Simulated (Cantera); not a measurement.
Feed: 1 mol CH3F, equilibrated at 1425 °C and 13.3 mbar.

Cantera equilibrium calculation (NASA polynomials, part measured and part estimated; ideal gas, pure solids and liquids). Candidate condensed phases: C, C6H6, C7H8, C8H18; 95 gas species. The numbers say what is thermodynamically allowed, not how fast it happens.

Base state: HF 0.500, H2 0.499, H 0.000886, C2H2 (acetylene) 3.60e-5 (mole fractions); condensed: C(graphite).

Q: What changes in the equilibrium state with this change: temperature from 1425 °C to 2925 °C?

A: 
```json
[
 {"species": "H", "before": "0.000886", "after": "0.530"},
 {"species": "HF", "before": "0.500", "after": "0.275"},
 {"species": "C3", "before": "<1e-9", "after": "0.0775"},
 {"species": "H2", "before": "0.499", "after": "0.0479"},
 {"species": "C", "before": "<1e-9", "after": "0.0172"},
 {"species": "C2", "before": "<1e-9", "after": "0.0106"},
 {"species": "F", "before": "8.61e-8", "after": "0.0264"},
 {"species": "C2H", "before": "<1e-9", "after": "0.00752"},
 {"species": "CF", "before": "<1e-9", "after": "0.00345"},
 {"species": "C(graphite), mol", "before": "1.000", "after": "0"}
]
```
